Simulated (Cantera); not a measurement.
Input (Python, Cantera) and output of one run.

```python
import numpy as np
import cantera as ct

gas_names = """
    O2 CL2
""".split()
cond_names = """
    Li(L) LiCL(L) Li2O(s)
""".split()


# ... load() reads the species with a 1 bar reference pressure and builds the phases ...
species = {s.name: s for s in load("nasa_gas.yaml", gas_names) + load("nasa_condensed.yaml", cond_names)}
T = 1425
g = {n: (s.thermo.h(T) - T * s.thermo.s(T)) / (ct.gas_constant * T * np.log(10)) for n, s in species.items()}
valid = cond_names  # the entries whose range holds T


def stable(la, lb):
    # potentials (over RT ln 10) of the two non-metals from log10 p(O2) and log10 p(CL2) in bar
    mu = {}
    mu["O"] = (g["O2"] + la) / 2
    mu["Cl"] = (g["CL2"] + lb) / 2
    cost = {}
    for n in valid:
        c = species[n].composition
        cost[n] = (g[n] - sum(c.get(e, 0) * m for e, m in mu.items())) / c["Li"]
    return min(cost, key=cost.get)


results = []
for lb in [0, -1.2, -2.5, -3.8, -5, -6.2, -7.5, -8.8, -10]:
    row = [stable(la, lb) for la in [-20, -18.8, -17.6, -16.5, -15.3, -14.1, -12.9, -11.8, -10.6, -9.4, -8.2, -7.1, -5.9, -4.7, -3.5, -2.4, -1.2, 0]]
    results.append(row)
    print(f"{lb:6.1f}  " + " ".join(f"{valid.index(n):x}" for n in row))
print("key: " + ", ".join(f"{i:x} {n}" for i, n in enumerate(valid)))
```

It prints:

```
   0.0  1 1 1 1 1 1 1 1 1 1 1 1 1 1 1 1 1 1
  -1.2  1 1 1 1 1 1 1 1 1 1 1 1 1 1 1 1 1 1
  -2.5  1 1 1 1 1 1 1 1 1 1 1 1 1 1 1 1 1 1
  -3.8  1 1 1 1 1 1 1 1 1 1 1 1 1 1 1 1 1 1
  -5.0  1 1 1 1 1 1 1 1 1 1 1 1 1 1 1 1 1 1
  -6.2  1 1 1 1 1 1 1 1 1 1 1 1 1 1 1 1 1 1
  -7.5  1 1 1 1 1 1 1 1 1 1 1 1 1 1 1 1 1 1
  -8.8  1 1 1 1 1 1 1 1 1 1 1 1 1 1 1 2 2 2
 -10.0  1 1 1 1 1 1 1 1 1 1 1 1 1 2 2 2 2 2
key: 0 Li(L), 1 LiCL(L), 2 Li2O(s)
```

Cantera with NASA thermochemical tables; ideal gases at 1 bar, condensed phases pure. Not in the tables: the peroxide.
